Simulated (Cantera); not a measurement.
An isothermal, constant-pressure homogeneous reactor starts with H₂ : O₂ = 0.041 : 1 (molar parts), equivalence ratio 0.021, at 1125 K and 0.00898 atm.

Detailed kinetics in Cantera: the H2/O2 subset of GRI-Mech 3.0, which has no nitrogen chemistry. Radical loss at walls, strong at low pressure, is not modelled. The temperature is held fixed by assumption; the heat of reaction is taken as removed at once.

x: mole fraction; the columns are a selection and need not sum to one.

| t (s) | x H₂ | x O₂ | x OH | x H | x H₂O |
|---|---|---|---|---|---|
| 5.00e-6 | 0.0394 | 0.961 | <1e-12 | 2.54e-11 | <1e-12 |
| 1.53e-5 | 0.0394 | 0.961 | 6.11e-12 | 7.36e-11 | <1e-12 |
| 4.66e-5 | 0.0394 | 0.961 | 4.88e-11 | 1.97e-10 | 5.80e-12 |
| 0.000142 | 0.0394 | 0.961 | 3.19e-10 | 4.83e-10 | 1.24e-10 |
| 0.000434 | 0.0394 | 0.961 | ___ | 1.65e-9 | 2.29e-9 |
| 0.00133 | 0.0394 | 0.961 | ___ | 2.84e-8 | 8.79e-8 |
| 0.00405 | 0.0389 | 0.960 | ___ | 0.000110 | 0.000369 |
| 0.0124 | 0.000581 | 0.932 | ___ | 0.00574 | 0.0349 |
| 0.0377 | 0.000397 | 0.940 | ___ | 0.00344 | 0.0367 |
| 0.115 | 0.000178 | 0.951 | ___ | 0.000990 | 0.0387 |
| 0.351 | 3.83e-5 | 0.958 | ___ | 9.72e-5 | 0.0398 |
| 1.07 | 5.25e-6 | 0.959 | ___ | 5.03e-6 | 0.0401 |
| 3.28 | 7.31e-7 | 0.960 | ___ | 2.67e-7 | 0.0401 |
| 10.0 | 1.28e-7 | 0.960 | ___ | 1.98e-8 | 0.0402 |

Complete the blanks.


- 0.000434, x OH: 1.96e-9
- 0.00133, x OH: 4.00e-8
- 0.00405, x OH: 0.000153
- 0.0124, x OH: 0.00217
- 0.0377, x OH: 0.00181
- 0.115, x OH: 0.00121
- 0.351, x OH: 0.000563
- 1.07, x OH: 0.000210
- 3.28, x OH: 7.92e-5
- 10.0, x OH: 3.33e-5
